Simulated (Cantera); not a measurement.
**Reactions in the system Ba-F-H**

Source: NASA polynomial tables (part measured, part estimated), evaluated in Cantera. Values are per mole of reaction as written; species without (g) are pure solids or liquids, kept so even where they would boil at 1 bar.

BaF₂ + H₂(g) = 2 HF(g) + Ba

```csv
T (K),ΔH° (kJ),ΔS° (J/K),ΔG° (kJ),log10 K,condensed phases
300,663.4,182.9,608.5,-105.95,"BaF₂(s), Ba(s)"
1223,648.5,160.1,452.7,-19.34,"BaF₂(s), Ba(l)"
1248,647.0,158.9,448.7,-18.78,"BaF₂(s), Ba(l)"
1273,645.5,157.7,444.8,-18.25,"BaF₂(s), Ba(l)"
1298,644.0,156.5,440.9,-17.74,"BaF₂(s), Ba(l)"
1323,642.5,155.4,437.0,-17.25,"BaF₂(s), Ba(l)"
1348,641.1,154.3,433.1,-16.78,"BaF₂(s), Ba(l)"
1373,639.7,153.3,429.2,-16.33,"BaF₂(s), Ba(l)"
1398,638.3,152.3,425.4,-15.89,"BaF₂(s), Ba(l)"
1423,637.1,151.4,421.6,-15.48,"BaF₂(s), Ba(l)"
1448,635.9,150.6,417.9,-15.07,"BaF₂(s), Ba(l)"
```
